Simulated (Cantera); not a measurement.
An adiabatic, constant-pressure homogeneous reactor starts with CO : H₂ : O₂ : N₂ : H₂O = 1 : 0.041 : 0.274 : 1.75 : 0.013 (molar parts), equivalence ratio 1.9, at 1725 K and 1.01 bar.

Computed with Cantera and GRI-Mech 3.0 (53 species, 325 reactions).

Problem. Predict: time of steepest temperature rise; temperature at 9.00 s; equilibrium temperature; x(CO) at 9.00 s; x(H₂) at 9.00 s; x(O₂) at 9.00 s; x(NO₂) at 9.00 s; x(H₂O) at 9.00 s; x(O) at 9.00 s.

Solution. 
- time of steepest temperature rise: 38.2 µs
- temperature at 9.00 s: 2755 K
- equilibrium temperature: 2755 K
- x(CO) at 9.00 s: 0.199 (gas-phase equilibrium 0.199)
- x(H₂) at 9.00 s: 0.00239 (gas-phase equilibrium 0.00239)
- x(O₂) at 9.00 s: 0.00895 (gas-phase equilibrium 0.00895)
- x(NO₂) at 9.00 s: 9.11e-7 (gas-phase equilibrium 9.11e-7)
- x(H₂O) at 9.00 s: 0.0124 (gas-phase equilibrium 0.0124)
- x(O) at 9.00 s: 0.00429 (gas-phase equilibrium 0.00429)
